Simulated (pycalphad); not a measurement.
**Phase fractions of Ti-5.297B (wt.%)**

Computed with pycalphad from the COST 507 light-alloy database (1999), at 1 atm. The database dates from 1999; later assessments differ in places, in temperatures and in the compounds included. Amounts are mole fractions of atoms. Diffusion is slow at the low end, where real alloys seldom reach equilibrium.

| T (K) | liquid | BM | bcc | hcp |
|---|---|---|---|---|
| 2050 | 1.000 | - | - | - |
| 1900 | 0.784 | 0.216 | - | - |
| 1750 | - | 0.394 | 0.606 | - |
| 1600 | - | 0.395 | 0.605 | - |
| 1450 | - | 0.395 | 0.605 | - |
| 1300 | - | 0.395 | 0.605 | - |
| 1150 | - | 0.395 | - | 0.605 |
| 1000 | - | 0.396 | - | 0.604 |
| 850 | - | 0.396 | - | 0.604 |
| 700 | - | 0.397 | - | 0.603 |
| 550 | - | 0.397 | - | 0.603 |

Database names, with the compositions (at.%) that they take in these runs: BM: Ti 50 B 50.
